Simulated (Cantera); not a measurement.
A closed system holds: 1 mol Si₃N₄, 0.89 mol N₂O, 3.3 mol N₂, equilibrated at 1800 K and 29.0 Pa.

Method: chemical equilibrium by Gibbs-energy minimisation in Cantera with the NASA 1993 tables (ideal gas, pure condensed phases). Candidate condensed phases: Si, SiO₂, Si₂N₂O, Si₃N₄; 16 gas species. The tables' values for SiN are old estimates; treat these amounts as uncertain. Rates play no part.

Base state: N₂ 0.864, SiO 0.124, Si 0.0110, Si₂N 0.000123, SiN 7.68e-5, Si₂ 6.62e-5, Si₃ 1.57e-5 (mole fractions); condensed: Si(l).

**Question.** What changes in the equilibrium state with this change: Si₃N₄ replaced by Si?

**Answer.** 
```
species       before     after
----------  --------  --------
N₂             0.864     0.816
SiO            0.124     0.173
Si            0.0110    0.0110
Si₂N        0.000123  0.000120
SiN          7.68e-5   7.46e-5
Si₃          1.57e-5   1.57e-5
Si₂          6.62e-5   6.62e-5
Si(l), mol      2.03    0.0512
```
